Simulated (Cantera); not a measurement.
Charge: 1 mol FeS, 9.5 mol H2, held at 1475 K and 0.0100 bar.

Method: chemical equilibrium by Gibbs-energy minimisation in Cantera with the NASA 1993 tables (ideal gas, pure condensed phases). Candidate condensed phases: Fe, FeS, FeS2, S; 8 gas species. Metal and sulfide melt together well below either melting point, which pure phases cannot show. Mutual solubility and eutectic melting of coexisting phases are not modelled. FeS: taken at fixed stoichiometry. Kinetics and transport are ignored.

Q: What is the equilibrium state?

A: 
* **x(H2)**: 0.984
* **x(H2S)**: 0.0140
* **x(S2)**: 0.00120
* **x(SH)**: 0.000503
* **x(H)**: 0.000129
* **x(S)**: 1.05e-5
* **x(Fe)**: 8.74e-6
* **n(Fe(γ))**: 0.161 mol
* **n(FeS(l))**: 0.839 mol
* **gas amount**: 9.515 mol
* **log10 activity of S(l) (absent)**: -3.64
